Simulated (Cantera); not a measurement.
# Thermodynamics of boron, boron nitride and boron oxide, feed BCl3 + O2 + N2

Feed: 1 mol BCl3, 7.4 mol O2, 150 mol N2, equilibrated at 0.000240 bar.

Cantera equilibrium calculation (NASA polynomials, part measured and part estimated; ideal gas, pure solids and liquids). Candidate condensed phases: B, BN, B2O3; 25 gas species. The tables' values for BOCl are old estimates; treat these amounts as uncertain. Equilibrium is a limit: real reactors are often held back by kinetics, nucleation or transport.

From 502 °C to 1027 °C the condensed part is B2O3(l).

```
T (°C)   x N2    x O2      x Cl     x Cl2    x B2O3      x NO    x BOCl  n B2O3(l)
------  -----  ------  --------  --------  --------  --------  --------  ---------
502     0.948  0.0420   3.23e-5   0.00947    <1e-12   6.31e-7  1.86e-12      0.500
577     0.948  0.0420  0.000175   0.00940  2.82e-12   2.21e-6  1.20e-10      0.500
652     0.948  0.0420  0.000713   0.00912  2.84e-10   6.30e-6   3.81e-9      0.500
727     0.947  0.0420   0.00229   0.00833   1.40e-8   1.53e-5   6.91e-8      0.500
802     0.946  0.0419   0.00577   0.00657   3.90e-7   3.30e-5   7.64e-7      0.500
877     0.943  0.0418    0.0111   0.00390   6.93e-6   6.41e-5   5.23e-6      0.498
952     0.941  0.0417    0.0156   0.00158   8.53e-5  0.000115   2.24e-5      0.484
1027    0.939  0.0415    0.0177  0.000491  0.000776  0.000192   6.73e-5      0.367
```
x: gas mole fraction; n: condensed amount in mol.
